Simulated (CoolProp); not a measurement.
Vapour-liquid equilibrium of R113 (1) + acetone (2) at 352 K; x and y are mole fractions of (1).

Model: multi-fluid Helmholtz-energy mixture model, Marx 1992 and Lemmon 2006; pair parameters Bell 2016, in CoolProp.

Problem. Give the bubble pressure and the first vapour's composition at x = 0.25, 0.45, 0.75. Is there an azeotrope?

Solution. x = 0.25: 0.2652 MPa, y = 0.371; x = 0.45: 0.2842 MPa, y = 0.521; x = 0.75: 0.2872 MPa, y = 0.715. y crosses x between x = 0.55 and 0.65: the model has an azeotrope there.

The pair parameters rest on a limited set of measurements; away from them the model extrapolates.
